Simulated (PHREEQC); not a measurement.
Silver or lead bath: speciation

A solution holds 0.00086 mol/kgw PbCl2, 0.016 mol/kgw HBF4 and 0.28 mol/kgw Zn(NO3)2, at 25 °C. Closed to the air; pH follows from the charge balance.

Computed with PHREEQC (ion-association model, wateq4f.dat).

No solid was allowed to form.

Q: What pH, activity of water does the model give?

A: pH 1.93; activity of water 0.985.

Q: In which forms is F present?

A: BF4- 86 %, HF 7.9 %, BF3OH- 3.8 %, F- 0.9 %, ZnF+ 0.6 %, BF2(OH)2- 0.6 % of the F.

The ionic strength is past about 0.7 mol/kgw, beyond the range of this activity model, so the values are rough. Complexes and solids missing from the database can't appear. Real BF4- forms and hydrolyses slowly; the run takes it at equilibrium.
